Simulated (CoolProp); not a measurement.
Vapour-liquid equilibrium of CH2F2 (R32) (1) + R134a (2) at 233.7 K; x and y are mole fractions of (1).

Model: multi-fluid Helmholtz-energy mixture model, Tillner-Roth 1997 and Tillner-Roth 1994; pair parameters Lemmon 2004, in CoolProp.

Q: Give the bubble pressure and the first vapour's composition at x = 0.125, 0.2, 0.725. Is there an azeotrope?

A: x = 0.125: 69.70 kPa, y = 0.331; x = 0.2: 79.62 kPa, y = 0.461; x = 0.725: 146.5 kPa, y = 0.892. No azeotrope shows between x = 0.05 and 0.95.

The pair parameters rest on a limited set of measurements; away from them the model extrapolates.
